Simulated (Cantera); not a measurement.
What does this Cantera script print?

```python
import numpy as np
import cantera as ct

surf = ct.Interface("diamond.yaml", "diamond_100")
gas, bulk = surf.adjacent["gas"], surf.adjacent["diamond"]
k = surf.kinetics_species_index(bulk.species_names[0])
cover = ["c6HH", "c6H*", "c6*H", "c6**", "c6HM", "c6B"]

rows, drift = [], 0.0
print(f"{'T':>10s}{'um/h':>11s}" + "".join(f"{s:>11s}" for s in cover))
for v in [950, 1000, 1050, 1100, 1150, 1200, 1250, 1300, 1350, 1400]:
    T, P, xH, xCH3 = v, 3100, 0.029, 1.5e-05
    gas.TPX = T, P, {"H": xH, "CH3": xCH3, "CH4": 0.016, "H2": 1 - xH - xCH3 - 0.016}
    surf.TP = bulk.TP = T, P
    surf.coverages = "c6H*:0.1, c6HH:0.9"
    surf.advance_coverages(100.0)
    before = surf.coverages
    surf.advance_coverages(100.0)
    drift = max(drift, np.max(np.abs(surf.coverages - before) / (surf.coverages + 1e-9)))
    rate = surf.net_production_rates[k] * bulk.mean_molecular_weight / bulk.density * 3.6e9
    rows.append([rate, *surf[cover].coverages])
    print(f"{v:10.4g}{rate:11.4e}" + "".join(f"{x:11.3e}" for x in rows[-1][1:]))
```

Result:

```
         T       um/h       c6HH       c6H*       c6*H       c6**       c6HM        c6B
       950 1.9336e-01  6.431e-01  1.431e-02  3.354e-01  6.753e-03  3.494e-04  5.247e-10
      1000 2.4517e-01  5.963e-01  1.851e-02  3.749e-01  9.841e-03  2.804e-04  6.653e-10
      1050 2.9707e-01  5.522e-01  2.314e-02  4.106e-01  1.377e-02  2.240e-04  8.061e-10
      1100 3.3769e-01  5.109e-01  2.811e-02  4.421e-01  1.859e-02  1.736e-04  9.163e-10
      1150 3.4680e-01  4.727e-01  3.332e-02  4.694e-01  2.435e-02  1.244e-04  9.411e-10
      1200 3.0907e-01  4.377e-01  3.868e-02  4.925e-01  3.103e-02  7.773e-05  8.387e-10
      1250 2.4220e-01  4.057e-01  4.410e-02  5.115e-01  3.863e-02  4.122e-05  6.572e-10
      1300 1.8463e-01  3.766e-01  4.950e-02  5.268e-01  4.709e-02  1.925e-05  5.010e-10
      1350 1.5420e-01  3.501e-01  5.482e-02  5.387e-01  5.633e-02  8.427e-06  4.184e-10
      1400 1.4478e-01  3.262e-01  6.001e-02  5.475e-01  6.628e-02  3.604e-06  3.929e-10
```

Model: the Harris–Goodwin 1993 mechanism for the reconstructed diamond (100) surface, integrated in Cantera.
